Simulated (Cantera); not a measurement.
An isothermal, constant-pressure homogeneous reactor starts with 0.437 % CO, 4.56 % O₂, 0.0598 % H₂O, 94.9 % N₂, equivalence ratio 0.048, at 1250 K and 0.450 bar.

Detailed kinetics in Cantera: GRI-Mech 3.0 (53 species, 325 reactions).

x: mole fraction; the columns are a selection and need not sum to one.

```csv
t (s),x CO,x O₂,x H₂O,x H₂,x CO₂,x H,x OH
1.00e-6,0.00437,0.0456,0.000598,<1e-12,9.47e-12,<1e-12,<1e-12
5.01e-6,0.00437,0.0456,0.000598,<1e-12,4.75e-11,<1e-12,<1e-12
2.51e-5,0.00437,0.0456,0.000598,<1e-12,2.38e-10,<1e-12,<1e-12
0.000126,0.00437,0.0456,0.000598,<1e-12,1.20e-9,<1e-12,1.03e-11
0.000632,0.00437,0.0456,0.000598,<1e-12,6.26e-9,2.19e-11,2.06e-10
0.00317,0.00437,0.0456,0.000598,4.24e-11,6.21e-8,6.33e-10,5.67e-9
0.0159,0.00423,0.0455,0.000590,4.69e-7,0.000140,[?],1.25e-5
0.0796,0.000352,0.0436,0.000588,7.86e-7,0.00402,[?],1.92e-5
0.399,1.34e-5,0.0435,0.000597,2.77e-8,0.00436,[?],4.27e-6
2.00,3.23e-7,0.0435,0.000599,1.36e-9,0.00438,2.19e-10,1.07e-6
```

Q: Complete the blanks.

A: 
- 0.0159, x H: 2.55e-6
- 0.0796, x H: 1.69e-6
- 0.399, x H: 1.62e-8
